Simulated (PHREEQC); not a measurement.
NaOH is added in steps, without added water, to 1 kg of water holding 0.0012 mol/kgw KH2PO4 and 1.7e-05 mol/kgw H3AsO4, at 20 °C. Oxygen alone is held at its pressure in air (log pO2 = -0.68). The system is closed to CO2. Precipitation was switched off in this run.

Base run: PHREEQC, ion-association model, wateq4f.dat. Each further column changes one thing. The table gives H2AsO4- (mol/kgw).

| NaOH added (mol) | base | Debye-Hückel limiting law | Davies equation for every ion | all activity coefficients set to 1 | metal-ligand complexes left out |
|---|---|---|---|---|---|
| 0 | 1.69e-5 | 1.69e-5 | 1.69e-5 | 1.69e-5 | 1.69e-5 |
| 0.0001333 | 1.52e-5 | 1.52e-5 | 1.52e-5 | 1.52e-5 | 1.52e-5 |
| 0.0002667 | 1.32e-5 | 1.32e-5 | 1.32e-5 | 1.32e-5 | 1.32e-5 |
| 0.0004 | 1.12e-5 | 1.12e-5 | 1.12e-5 | 1.12e-5 | 1.12e-5 |
| 0.0004667 | 1.03e-5 | 1.03e-5 | 1.03e-5 | 1.03e-5 | 1.03e-5 |
| 0.0006 | 8.38e-6 | 8.39e-6 | 8.39e-6 | 8.39e-6 | 8.37e-6 |
| 0.0007333 | 6.54e-6 | 6.55e-6 | 6.55e-6 | 6.55e-6 | 6.53e-6 |
| 0.0008667 | 4.74e-6 | 4.75e-6 | 4.75e-6 | 4.75e-6 | 4.73e-6 |
| 0.001 | 2.99e-6 | 2.99e-6 | 2.99e-6 | … | 2.98e-6 |
| 0.001133 | 1.28e-6 | 1.29e-6 | 1.29e-6 | 1.29e-6 | 1.28e-6 |
| 0.0012 | 4.68e-7 | 4.69e-7 | 4.69e-7 | … | 4.67e-7 |
| 0.001333 | 1.58e-8 | 1.56e-8 | 1.58e-8 | … | 1.58e-8 |
| 0.001467 | 6.50e-9 | 6.42e-9 | 6.49e-9 | … | 6.50e-9 |
| 0.0016 | 3.95e-9 | 3.90e-9 | 3.95e-9 | … | 3.95e-9 |

### Question
Some entries are withheld; supply them.

### Answer

- 0.001, all activity coefficients set to 1: 3.00e-6
- 0.0012, all activity coefficients set to 1: 4.74e-7
- 0.001333, all activity coefficients set to 1: 1.77e-8
- 0.001467, all activity coefficients set to 1: 7.39e-9
- 0.0016, all activity coefficients set to 1: 4.55e-9

H3PO4, which wateq4f.dat lacks, is added to it with the constant of phreeqc.dat.
